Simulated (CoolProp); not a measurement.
Vapour-liquid equilibrium of p-xylene (1) + n-decane (2) at 0.0394 MPa; x and y are mole fractions of (1).

Model: multi-fluid Helmholtz-energy mixture model, Zhou 2012 and Lemmon 2006; pair parameters Bell 2016, in CoolProp.

Give the bubble temperature and the first vapour's composition at x = 0.05, 0.15, 0.25. Is there an azeotrope?

x = 0.05: 410.5 K, y = 0.132; x = 0.15: 405.2 K, y = 0.340; x = 0.25: 400.7 K, y = 0.494. No azeotrope shows between x = 0.05 and 0.95.

The pair parameters rest on a limited set of measurements; away from them the model extrapolates.
